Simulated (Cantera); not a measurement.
A closed system holds: 1 mol CsCl, 7.8 mol O2, a varied amount of H2, at 1400 K and 1.00 Torr.

These are equilibrium values from Cantera (NASA tables, ideal gas, pure condensed phases), not measurements of a reactor. Candidate condensed phases: Cs, CsCl, CsOH, H2O; 22 gas species. Equilibrium is a limit: real reactors are often held back by kinetics, nucleation or transport.

Q: At 46 mol H2, list the 5 most abundant gas species with their mole fractions, and the condensed phases.

A: H2 0.646, H2O 0.332, CsCl 0.0207, HCl 0.000609, Cs 0.000381. Condensed: gas only.
